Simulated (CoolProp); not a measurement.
Vapour-liquid equilibrium of CHF3 (R23) (1) + R13 (2) at 1.63 MPa; x and y are mole fractions of (1).

Model: multi-fluid Helmholtz-energy mixture model, Penoncello 2003 and Platzer 1990; pair parameters Bell 2016, in CoolProp. This equation is an older, rougher fit; its heat capacities, sound speeds and derivatives of the liquid may be far off and weren't checked against measurements.

| x | bubble temperature (°C) | y at the bubble point | dew temperature at overall composition x (°C) | liquid density (mol/L) |
|---|---|---|---|---|
| 0.05 | -9.9 | 0.092 | -8.7 | 11.41 |
| 0.15 | -13.7 | 0.236 | -11.5 | 11.82 |
| 0.25 | -16.2 | 0.343 | -14.1 | 12.20 |
| 0.35 | -17.8 | 0.428 | -16.4 | 12.59 |
| 0.45 | -18.8 | 0.501 | -18.2 | 13.02 |
| 0.55 | -19.3 | 0.570 | -19.2 | 13.50 |
| 0.65 | -19.3 | 0.639 | -19.3 | 14.02 |
| 0.75 | -18.9 | 0.716 | -18.6 | 14.61 |
| 0.85 | -18.0 | 0.808 | -17.4 | 15.24 |
| 0.95 | -16.2 | 0.926 | -15.8 | 15.90 |

y crosses x between x = 0.55 and 0.65: the model has an azeotrope there.

The pair parameters rest on a limited set of measurements; away from them the model extrapolates.
